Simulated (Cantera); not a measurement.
Charge: 1 mol HMDSO, 0.27 mol NO, held at 550 K and 50000 Pa.

Equilibrium computed with Cantera from the NASA thermochemical tables; the gas is ideal and each condensed phase is pure. Candidate condensed phases: C, C6H6, C7H8, C8H18, H2O, Si, SiC, SiO2, Si2N2O, Si3N4; 151 gas species. The feed counts by its element totals alone. Kinetics and transport are ignored.

Base state: CH4 0.934, H2 0.0664 (mole fractions); condensed: C(graphite) + SiC(s) + SiO2(α-quartz) + Si2N2O(s).

### Question
What changes in the equilibrium state with this change: NO from 0.27 to 19 mol?

### Answer
```csv
species,before,after
N2,<1e-9,0.429
H2O,<1e-9,0.302
CO2,<1e-9,0.210
CH4,0.934,0.0448
H2,0.0664,0.0146
CO,<1e-9,0.000176
NH3,<1e-9,6.07e-5
"C(graphite), mol",0.492,0.348
"SiC(s), mol",1.16,0
"SiO2(α-quartz), mol",0.568,2.00
"Si2N2O(s), mol",0.135,0
```

### Question
What changes in the equilibrium state with this change: pressure from 50000 Pa to 1000 Pa?

### Answer
```
species              before  after
-------------------  ------  -----
CH4                   0.934  0.618
H2                   0.0664  0.382
C(graphite), mol      0.492   1.40
SiC(s), mol            1.16   1.16
SiO2(α-quartz), mol   0.568  0.568
Si2N2O(s), mol        0.135  0.135
```
